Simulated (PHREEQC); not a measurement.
Make-up at 25 °C: 10 mmol/kgw MgCl2, 28 mmol/kgw Na2SO4 and 0.3 mmol/kgw H4SiO4. Closed to the air; pH follows from the charge balance.

Model: ion-association model, phreeqc.dat, run in PHREEQC.

Each row changes one thing in this solution. No solid was allowed to form.

```
case                                pH  ionic strength (mol/kgw)  Na+ (mol/kgw)  SO4-2 (mol/kgw)  NaSO4- (mol/kgw)  H3SiO4- (mol/kgw)  SI of Chalcedony (SiO2)
--------------------------------  ----  ------------------------  -------------  ---------------  ----------------  -----------------  -----------------------
as made                           6.72                    0.0920         0.0538           0.0214           0.00220            3.03e-7                    +0.04
temperature from 25 to 10 °C      6.85                    0.0955         0.0539           0.0223           0.00210            2.32e-7                    +0.22
diluted 2-fold with water         6.79                    0.0480         0.0273           0.0114          0.000724            1.70e-7                    -0.27
0.00089 mol/kgw NaHCO3 added      7.88                    0.0929         0.0546           0.0214           0.00223                ___                    +0.03
MgCl2 from 0.01 to 0.002 mol/kgw  6.76                    0.0809         0.0534           0.0244           0.00260                ___                    +0.04
temperature from 25 to 35 °C      6.64                       ___         0.0537           0.0208           0.00226            3.49e-7                    -0.07
MgCl2 from 0.01 to 0.009 mol/kgw  6.72                    0.0905         0.0537           0.0217           0.00225                ___                    +0.04
MgCl2 left out                    6.77                    0.0786         0.0533           0.0253           0.00271            3.38e-7                    +0.04
```

Q: Fill in the missing entries.

A: 
- 0.00089 mol/kgw NaHCO3 added, H3SiO4- (mol/kgw): 4.31e-6
- MgCl2 from 0.01 to 0.002 mol/kgw, H3SiO4- (mol/kgw): 3.30e-7
- temperature from 25 to 35 °C, ionic strength (mol/kgw): 0.0899
- MgCl2 from 0.01 to 0.009 mol/kgw, H3SiO4- (mol/kgw): 3.06e-7

Species that the database lacks are ignored. Some of these states are supersaturated (in Quartz (slow to form), Chalcedony (slow to form), for instance). Constants without temperature data keep their 25 °C values here.
